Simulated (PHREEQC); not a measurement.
A solution holds 0.22 mol/kgw BaCl2 and 0.00023 mol/kgw LiCl, at 25 °C. Closed to the air; pH follows from the charge balance.

All values are PHREEQC results (ion-association model, phreeqc.dat), not measurements.

ionic strength: 0.660 mol/kgw
activity of water: 0.989
specific conductance: 35900 µS/cm
density: 1.037 g/cm³

```csv
species,molality,activity,log γ
Cl-,0.440,0.278,-0.199
Ba+2,0.220,0.0438,-0.701
Li+,0.000230,0.000159,-0.159
H+,1.57e-7,1.18e-7,-0.122
OH-,1.38e-7,8.44e-8,-0.214
BaOH+,1.86e-8,1.24e-8,-0.178
```

This is a speciation only: nothing precipitates in the calculation.
